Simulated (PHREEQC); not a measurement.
A made-up water analysis in mmol/kgw, 25 °C, pH 5.95, pe 8.8: Na 0.00208; K 0.044; Ca 0.0192; Mg 0.0184; Cl 0.103; S(6) 0.00427; Alkalinity (meq/kgw) 0.0118; Sr 0.00038; Ni 7.94e-05; Ba 0.000833; Br 0.000246.

Valence states are taken as typed.

The numbers come from PHREEQC with the ion-association model, wateq4f.dat.

The ionic strength is 0.000168 mol/kgw and the charge-balance error is 0.1 %.

```
species  molality  activity   log γ
-------  --------  --------  ------
Cl-      0.000103  0.000102  -0.007
K+        4.40e-5   4.33e-5  -0.007
CO2       3.21e-5   3.21e-5   0.000
Ca+2      1.92e-5   1.81e-5  -0.026
Mg+2      1.84e-5   1.73e-5  -0.026
HCO3-     1.29e-5   1.27e-5  -0.006
SO4-2     4.24e-6   3.99e-6  -0.026
```

Precipitation was switched off in this run.
